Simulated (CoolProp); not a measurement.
Values from CoolProp's reference Helmholtz-energy equation of state, Lemmon 2006. It is a short technical equation, of lower accuracy than the large ones.

Problem. Give the vapour pressure (kPa), enthalpy of vaporisation (kJ/kg), surface tension (mN/m) of saturated nitrous oxide at 205.2, 223.3, 268.5 K.

Solution. 
```json
[
 {"T (K)": "205.2", "p (kPa)": "300", "enthalpy of vaporisation (kJ/kg)": "350", "surface tension (mN/m)": "19.1"},
 {"T (K)": "223.3", "p (kPa)": "651", "enthalpy of vaporisation (kJ/kg)": "326", "surface tension (mN/m)": "15.2"},
 {"T (K)": "268.5", "p (kPa)": "2770", "enthalpy of vaporisation (kJ/kg)": "244", "surface tension (mN/m)": "6.22"}
]
```

Surface tension comes from a separate correlation (Mulero 2012).
